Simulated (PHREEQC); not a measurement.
## Spent oxide etchant: an equilibrium model

Dissolve 130 mmol/kgw NH4HF2, 0.39 mmol/kgw H2SiF6, 0.29 mmol/kgw H3PO4 and 42 mmol/kgw H2SO4 at 65 °C. Closed to the air; pH follows from the charge balance.

The numbers come from PHREEQC with the ion-association model, phreeqc.dat.

This is a speciation only: nothing precipitates in the calculation.

Question: Predict the pH, ionic strength.

Answer: pH 2.58; ionic strength 0.148 mol/kgw.

Question: In which forms is P present?

Answer: H2PO4- 70 %, H3PO4 30 % of the P.

Species that the database lacks are ignored. At this temperature some constants are extrapolated from 25 °C, and those without enthalpy data are left unchanged. SiF6-2 is the database's only silicon fluoride.
